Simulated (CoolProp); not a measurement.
Ammonia at 293.15 K and 3.86 MPa flows at 7.2 m/s in a round tube of 4.6 mm bore and 15 µm roughness, fully developed (64/Re and Nu = 3.66 if laminar; Colebrook and Gnielinski if turbulent). Each further row changes one setting.

The numbers come from the reference Helmholtz-energy equation of state, Gao 2020 in CoolProp.

```tsv
case	Reynolds number	Darcy friction factor	pressure drop (Pa/m)	heat-transfer coefficient (W/(m² K))	mass flow (kg/h)
as stated	144000	___	95600	___	264
velocity 14.4 m/s	288000	0.0272	___	___	528
diameter 9.2 mm	288000	___	___	___	___
```

Task: Fill in the missing entries.

Result: 
- as stated, Darcy friction factor: 0.0277
- as stated, heat-transfer coefficient (W/(m² K)): 62100
- velocity 14.4 m/s, pressure drop (Pa/m): 376000
- velocity 14.4 m/s, heat-transfer coefficient (W/(m² K)): 123000
- diameter 9.2 mm, Darcy friction factor: 0.0229
- diameter 9.2 mm, pressure drop (Pa/m): 39600
- diameter 9.2 mm, heat-transfer coefficient (W/(m² K)): 52300
- diameter 9.2 mm, mass flow (kg/h): 1060

Viscosity comes from a separate model (Fenghour 1995). Thermal conductivity comes from a separate model (Tufeu 1984).
